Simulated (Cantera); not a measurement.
A counterflow diffusion flame at 110000 Pa, nozzles 20 mm apart: fuel side 43.5 % CH4, 56.5 % N2 at 600 K, oxidiser side 27.0 % O2, 73.0 % N2 at 573 K, fuel mass flux 0.87 times the oxidiser's; mixture-averaged transport, no radiation.

Detailed kinetics in Cantera: GRI-Mech 3.0 (53 species, 325 reactions). GRI-Mech 3.0 has no aromatics or soot, which form on the fuel side of real flames. The maximum strain rate includes the flame's own expansion and is several times the mean.

x: mole fraction; the columns are a selection and need not sum to one.

```json
[
 {"oxidiser flux (kg/m²/s)": "0.28", "max strain (1/s)": "190", "mean strain (1/s)": "45.1", "T max (K)": "2246", "peak x OH": "0.0107", "peak x H": "0.00438", "peak x NO": "0.000450", "peak x CO": "0.0649", "peak x C2H2": "0.0120"},
 {"oxidiser flux (kg/m²/s)": "0.41", "max strain (1/s)": "268", "mean strain (1/s)": "66.0", "T max (K)": "2227", "peak x OH": "0.0107", "peak x H": "0.00465", "peak x NO": "0.000410", "peak x CO": "0.0638", "peak x C2H2": "0.0114"},
 {"oxidiser flux (kg/m²/s)": "0.62", "max strain (1/s)": "392", "mean strain (1/s)": "99.8", "T max (K)": "2206", "peak x OH": "0.0108", "peak x H": "0.00491", "peak x NO": "0.000367", "peak x CO": "0.0625", "peak x C2H2": "0.0107"},
 {"oxidiser flux (kg/m²/s)": "0.93", "max strain (1/s)": "(withheld)", "mean strain (1/s)": "150", "T max (K)": "2186", "peak x OH": "0.0107", "peak x H": "0.00515", "peak x NO": "(withheld)", "peak x CO": "0.0613", "peak x C2H2": "0.00997"},
 {"oxidiser flux (kg/m²/s)": "1.4", "max strain (1/s)": "838", "mean strain (1/s)": "225", "T max (K)": "2168", "peak x OH": "0.0106", "peak x H": "0.00540", "peak x NO": "0.000276", "peak x CO": "0.0605", "peak x C2H2": "0.00933"},
 {"oxidiser flux (kg/m²/s)": "2.1", "max strain (1/s)": "1230", "mean strain (1/s)": "338", "T max (K)": "2145", "peak x OH": "0.0104", "peak x H": "0.00558", "peak x NO": "0.000225", "peak x CO": "0.0598", "peak x C2H2": "0.00855"},
 {"oxidiser flux (kg/m²/s)": "3.2", "max strain (1/s)": "(withheld)", "mean strain (1/s)": "515", "T max (K)": "2116", "peak x OH": "0.00993", "peak x H": "0.00567", "peak x NO": "(withheld)", "peak x CO": "0.0593", "peak x C2H2": "(withheld)"},
 {"oxidiser flux (kg/m²/s)": "4.8", "max strain (1/s)": "2680", "mean strain (1/s)": "772", "T max (K)": "2082", "peak x OH": "0.00931", "peak x H": "0.00559", "peak x NO": "0.000116", "peak x CO": "0.0590", "peak x C2H2": "0.00630"}
]
```

### Question
Some entries are withheld; supply them.

### Answer

- 0.93, max strain (1/s): 571
- 0.93, peak x NO: 0.000321
- 3.2, max strain (1/s): 1820
- 3.2, peak x NO: 0.000169
- 3.2, peak x C2H2: 0.00753
